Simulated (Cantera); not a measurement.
Abatement and gas-phase synthesis: CS2 + O2

Feed: 1 mol CS2, 0.13 mol O2, held at 2250 K and 0.0100 bar.

Cantera equilibrium calculation (NASA polynomials, part measured and part estimated; ideal gas, pure solids and liquids). Candidate condensed phases: C, S; 22 gas species. Rates play no part.

| Property | Result |
|---|---|
| x(CS) | 0.318 |
| x(S2) | 0.288 |
| x(CO) | 0.166 |
| x(CS2) | 0.154 |
| x(S) | 0.0733 |
| x(COS) | 0.000109 |
| gas amount | 1.567 mol |
| log10 activity of C(graphite) (absent) | -0.86 |
| log10 activity of S(l) (absent) | -2.96 |
